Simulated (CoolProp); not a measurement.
Properties of CF4 (R14) along the isobar 672 kPa.

Computed with CoolProp (reference Helmholtz-energy equation of state, Platzer 1990). This equation is an older, rougher fit.

```csv
T (K),phase,cp (kJ/(kg K)),expansivity (1/kK)
216.2,gas,0.6062,5.861
222.7,gas,0.6123,5.568
229.3,gas,0.6193,5.306
235.8,gas,0.6268,5.076
242.3,gas,0.6347,4.870
248.8,gas,0.6429,4.684
255.3,gas,0.6514,4.514
261.9,gas,0.6602,4.355
268.4,gas,0.6690,4.212
274.9,gas,0.6778,4.079
281.4,gas,0.6867,3.956
```
